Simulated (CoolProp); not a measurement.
A Linde-Hampson liquefier for dry air: isothermal reversible compression at 250 K from 1 atm to 40 MPa, throttling to 1 atm, return gas leaving the recuperator 5 K below the feed. Each further row changes one setting.

Computed with CoolProp (reference Helmholtz-energy equation of state, Lemmon 2000). It is a pseudo-pure fit of the blend.

```tsv
case	liquid yield per pass	compression work (kJ/kg of gas)
as stated	0.161	424
high pressure 80 MPa	0.122	496
warm-end temperature 280 K	0.118	482
warm-end gap 10 K	0.150	424
```
